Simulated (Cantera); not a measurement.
A Cantera script and what it prints.

```python
import numpy as np
import cantera as ct

gas_names = """
    H H2 H2S N NH NH2 NH3 N2 N2H2 N2H4 Ni NiS S SH SN S2 S8
""".split()
cond_names = """
    Ni(cr) Ni(L) NiS(b) NiS(a) NiS(L) NiS2(s) NiS2(L) Ni3S2(I) Ni3S2(II) Ni3S2(L) Ni3S4(s) S(cr1) S(cr2)
    S(L)
""".split()


# ... load() reads the species with a 1 bar reference pressure and builds the phases ...
atoms = {
    'NiS': {'Ni': 1, 'S': 1},
    'H2': {'H': 2},
    'N2': {'N': 2},
}
top_T = {'Ni3S4(s)': 620}  # K; cautious upper limits of use, not melting points


# ... equilibrate(T, P, feed) seeds the gas with the atoms and calls Mixture.equilibrate('TP', solver="vcs", rtol=1e-11, max_steps=5000) ...
results = []
feed = {'NiS': 1, 'H2': 1300, 'N2': 3}  # mol
P = 18  # Pa
for T in [1050, 1125, 1200, 1275, 1350, 1425, 1500, 1575]:
    mix = equilibrate(T, P, feed)
    results.append((T, P, feed, dict(zip(mix.species_names, mix.species_moles))))

top = {s: max(r[3][s] / sum(r[3][g] for g in gas_names) for r in results) for s in gas_names}
cols = sorted((s for s in top if top[s] > 1e-06), key=lambda s: -top[s])[:5]
seen = [c for c in cond_names if any(r[3].get(c, 0) > 1e-12 for r in results)]
print("log10 of partial pressures in bar; condensed amounts in mol")
print(f"{'T/K':>10s}" + "".join(f"{s[:9]:>10s}" for s in cols + seen))
for T, P, feed, n in results:
    ng = sum(n[g] for g in gas_names)
    print(f"{T:10.4g}" + "".join(f"{np.log10(max(n[s] / ng * P / 1e5, 1e-99)):10.3f}" for s in cols)
          + "".join(f"{n.get(c, 0):10.4g}" for c in seen))
```

It prints:

```
log10 of partial pressures in bar; condensed amounts in mol
       T/K        H2         H        N2       H2S        Ni    Ni(cr)
      1050    -3.746    -9.964    -6.383    -6.861   -13.607         1
      1125    -3.746    -9.225    -6.383    -6.864   -12.198         1
      1200    -3.746    -8.578    -6.383    -6.872   -10.967    0.9999
      1275    -3.746    -8.005    -6.383    -6.893    -9.882     0.999
      1350    -3.746    -7.496    -6.383    -6.935    -8.920    0.9908
      1425    -3.746    -7.039    -6.383    -7.007    -8.060    0.9345
      1500    -3.747    -6.628    -6.383    -7.110    -7.289    0.6178
      1575    -3.748    -6.255    -6.384    -7.242    -6.867         0
```

These are equilibrium values from Cantera (NASA tables, ideal gas, pure condensed phases), not measurements of a reactor.
